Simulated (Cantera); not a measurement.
A closed system holds: 1 mol CH3SiCl3, 0.065 mol CH4, 270 mol H2, equilibrated at 13.3 mbar.

Equilibrium computed with Cantera from the NASA thermochemical tables; the gas is ideal and each condensed phase is pure. Candidate condensed phases: C, C6H6, C7H8, C8H18, Si, SiC; 109 gas species. The feed counts by its element totals alone. Equilibrium is a limit: real reactors are often held back by kinetics, nucleation or transport.

x: gas mole fraction; n: condensed amount in mol.

```json
[
 {"T (K)": "1048", "x H2": "0.989", "x HCl": "0.0110", "x CH4": "0.000239", "x H": "6.65e-8", "x C2H2 (acetylene)": "3.85e-10", "x SiCl2": "4.21e-7", "n SiC(s)": "1.000", "n C(graphite)": "0"},
 {"T (K)": "1073", "x H2": "0.989", "x HCl": "0.0110", "x CH4": "0.000239", "x H": "1.21e-7", "x C2H2 (acetylene)": "1.13e-9", "x SiCl2": "4.22e-7", "n SiC(s)": "1.000", "n C(graphite)": "0"},
 {"T (K)": "1098", "x H2": "0.989", "x HCl": "0.0110", "x CH4": "0.000239", "x H": "2.13e-7", "x C2H2 (acetylene)": "3.16e-9", "x SiCl2": "4.22e-7", "n SiC(s)": "1.000", "n C(graphite)": "0"},
 {"T (K)": "1123", "x H2": "0.989", "x HCl": "0.0110", "x CH4": "0.000239", "x H": "3.67e-7", "x C2H2 (acetylene)": "8.46e-9", "x SiCl2": "4.22e-7", "n SiC(s)": "1.000", "n C(graphite)": "0"},
 {"T (K)": "1148", "x H2": "0.989", "x HCl": "0.0110", "x CH4": "0.000238", "x H": "6.17e-7", "x C2H2 (acetylene)": "2.17e-8", "x SiCl2": "4.21e-7", "n SiC(s)": "1.000", "n C(graphite)": "0"},
 {"T (K)": "1173", "x H2": "0.989", "x HCl": "0.0110", "x CH4": "0.000238", "x H": "1.02e-6", "x C2H2 (acetylene)": "5.35e-8", "x SiCl2": "4.21e-7", "n SiC(s)": "1.000", "n C(graphite)": "0"},
 {"T (K)": "1198", "x H2": "0.989", "x HCl": "0.0110", "x CH4": "0.000209", "x H": "1.64e-6", "x C2H2 (acetylene)": "9.78e-8", "x SiCl2": "4.78e-7", "n SiC(s)": "1.000", "n C(graphite)": "(withheld)"},
 {"T (K)": "1223", "x H2": "0.989", "x HCl": "0.0110", "x CH4": "0.000174", "x H": "2.59e-6", "x C2H2 (acetylene)": "1.55e-7", "x SiCl2": "5.74e-7", "n SiC(s)": "1.000", "n C(graphite)": "(withheld)"},
 {"T (K)": "1248", "x H2": "0.989", "x HCl": "0.0110", "x CH4": "0.000145", "x H": "4.02e-6", "x C2H2 (acetylene)": "2.41e-7", "x SiCl2": "6.84e-7", "n SiC(s)": "1.000", "n C(graphite)": "(withheld)"},
 {"T (K)": "1273", "x H2": "0.989", "x HCl": "0.0110", "x CH4": "0.000122", "x H": "6.14e-6", "x C2H2 (acetylene)": "3.67e-7", "x SiCl2": "8.09e-7", "n SiC(s)": "1.000", "n C(graphite)": "(withheld)"},
 {"T (K)": "1298", "x H2": "0.989", "x HCl": "0.0110", "x CH4": "0.000104", "x H": "9.23e-6", "x C2H2 (acetylene)": "5.52e-7", "x SiCl2": "9.51e-7", "n SiC(s)": "1.000", "n C(graphite)": "(withheld)"},
 {"T (K)": "1323", "x H2": "0.989", "x HCl": "0.0110", "x CH4": "8.86e-5", "x H": "1.37e-5", "x C2H2 (acetylene)": "8.16e-7", "x SiCl2": "1.11e-6", "n SiC(s)": "1.000", "n C(graphite)": "(withheld)"},
 {"T (K)": "1348", "x H2": "0.989", "x HCl": "0.0110", "x CH4": "7.61e-5", "x H": "1.99e-5", "x C2H2 (acetylene)": "1.19e-6", "x SiCl2": "1.29e-6", "n SiC(s)": "1.000", "n C(graphite)": "0.0439"},
 {"T (K)": "1373", "x H2": "0.989", "x HCl": "0.0110", "x CH4": "6.56e-5", "x H": "2.87e-5", "x C2H2 (acetylene)": "1.71e-6", "x SiCl2": "1.49e-6", "n SiC(s)": "1.000", "n C(graphite)": "0.0465"}
]
```

Task: Fill in the missing entries.

Result: 
- 1198, n C(graphite): 0.00799
- 1223, n C(graphite): 0.0176
- 1248, n C(graphite): 0.0254
- 1273, n C(graphite): 0.0316
- 1298, n C(graphite): 0.0366
- 1323, n C(graphite): 0.0406
